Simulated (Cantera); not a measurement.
Charge: 1 mol Pb, 0.0024 mol O2, 140 mol N2, held at 14.0 bar.

Method: chemical equilibrium by Gibbs-energy minimisation in Cantera with the NASA 1993 tables (ideal gas, pure condensed phases). Candidate condensed phases: Pb, PbO, PbO2, Pb3O4; 12 gas species. Each liquid is taken as pure. Mutual solubility and eutectic melting of coexisting phases are not modelled. Gases not in the tables: (PbO)n polymers. Rates play no part.

Task: Which condensed phases are stable at each of these points (T (K)): 773, 973, 1173, 1373, 1573, 1773, 1973?

Result: 
```csv
T (K),condensed phases,Pb condensed (%)
773,Pb(l) + PbO(yellow),100.0
973,Pb(l) + PbO(yellow),100.0
1173,Pb(l) + PbO(l),99.5
1373,Pb(l),93.1
1573,Pb(l),51.3
1773,gas only,0.0
1973,gas only,0.0
```

From 773 K to 973 K the condensed part is Pb(l) + PbO(yellow). At 1173 K the condensed part is Pb(l) + PbO(l). From 1373 K to 1573 K the condensed part is Pb(l). From 1773 K to 1973 K nothing is condensed.
